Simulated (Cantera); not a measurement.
A freely propagating, adiabatic, planar premixed flame of 6.71 % CH4, 8.72 % H2, 17.8 % O2, 66.8 % N2, unburnt at 375 K and 2.00 bar; mixture-averaged transport, grid criteria slope 0.08 and curve 0.16, no radiation.

Computed with Cantera and GRI-Mech 3.0 (53 species, 325 reactions). Burning velocities carry a grid error of a few per cent, more on coarse grids.

x: mole fraction of selected species; z is measured from the peak of heat release.

```json
[
 {"z (mm)": "-0.541", "T (K)": "375", "u (m/s)": "0.762", "x CH4": "0.0671", "x H2": "0.0865", "x O2": "0.178", "x HO2": "1.43e-8", "x H2O": "4.88e-6", "x H": "<1e-8"},
 {"z (mm)": "-0.360", "T (K)": "376", "u (m/s)": "0.763", "x CH4": "0.0673", "x H2": "0.0842", "x O2": "0.178", "x HO2": "4.34e-7", "x H2O": "0.000117", "x H": "<1e-8"},
 {"z (mm)": "-0.270", "T (K)": "381", "u (m/s)": "0.770", "x CH4": "0.0674", "x H2": "0.0807", "x O2": "0.179", "x HO2": "2.46e-6", "x H2O": "0.000583", "x H": "<1e-8"},
 {"z (mm)": "-0.180", "T (K)": "[?]", "u (m/s)": "0.845", "x CH4": "0.0667", "x H2": "0.0718", "x O2": "0.179", "x HO2": "2.85e-5", "x H2O": "0.00508", "x H": "<1e-8"},
 {"z (mm)": "-0.0901", "T (K)": "[?]", "u (m/s)": "1.59", "x CH4": "0.0525", "x H2": "0.0532", "x O2": "0.156", "x HO2": "0.000308", "x H2O": "0.0493", "x H": "6.67e-5"},
 {"z (mm)": "-0.0450", "T (K)": "[?]", "u (m/s)": "2.50", "x CH4": "0.0317", "x H2": "0.0428", "x O2": "0.117", "x HO2": "0.000250", "x H2O": "0.101", "x H": "0.000814"},
 {"z (mm)": "0", "T (K)": "[?]", "u (m/s)": "3.37", "x CH4": "0.00874", "x H2": "0.0319", "x O2": "0.0685", "x HO2": "0.000134", "x H2O": "0.155", "x H": "0.00368"},
 {"z (mm)": "0.0450", "T (K)": "1868", "u (m/s)": "3.76", "x CH4": "0.000777", "x H2": "0.0216", "x O2": "0.0374", "x HO2": "3.40e-5", "x H2O": "0.184", "x H": "0.00697"},
 {"z (mm)": "0.0901", "T (K)": "1938", "u (m/s)": "3.89", "x CH4": "3.50e-5", "x H2": "0.0169", "x O2": "0.0260", "x HO2": "1.69e-5", "x H2O": "0.193", "x H": "0.00787"},
 {"z (mm)": "0.180", "T (K)": "2017", "u (m/s)": "4.02", "x CH4": "9.16e-8", "x H2": "0.0148", "x O2": "0.0198", "x HO2": "1.10e-5", "x H2O": "0.197", "x H": "0.00684"},
 {"z (mm)": "0.360", "T (K)": "2106", "u (m/s)": "4.18", "x CH4": "<1e-8", "x H2": "0.0129", "x O2": "0.0160", "x HO2": "7.01e-6", "x H2O": "0.203", "x H": "0.00464"},
 {"z (mm)": "0.721", "T (K)": "2190", "u (m/s)": "4.32", "x CH4": "<1e-8", "x H2": "0.0101", "x O2": "0.0127", "x HO2": "4.11e-6", "x H2O": "0.209", "x H": "0.00264"},
 {"z (mm)": "1.44", "T (K)": "2254", "u (m/s)": "4.43", "x CH4": "<1e-8", "x H2": "0.00753", "x O2": "0.00991", "x HO2": "2.41e-6", "x H2O": "0.215", "x H": "0.00142"}
]
```

Problem. Complete the blanks.

Solution. 
- -0.180, T (K): 422
- -0.0901, T (K): 800
- -0.0450, T (K): 1248
- 0, T (K): 1673
